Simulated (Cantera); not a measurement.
Feed: 1 mol K₂SO₄, 0.29 mol CO₂, held at 1300 °C.

These are equilibrium values from Cantera (NASA tables, ideal gas, pure condensed phases), not measurements of a reactor. Candidate condensed phases: C, K, KO₂, K₂CO₃, K₂O, K₂O₂, K₂S, K₂SO₄, S; 26 gas species. Rates play no part.

### Question
At 240000 Pa, list the 6 most abundant gas species with their mole fractions, and the condensed phases.

### Answer
CO₂ 0.999, CO 0.000526, O₂ 0.000292, K₂SO₄ 0.000152, K 5.75e-5, SO₂ 2.89e-5. Condensed: K₂SO₄(l).
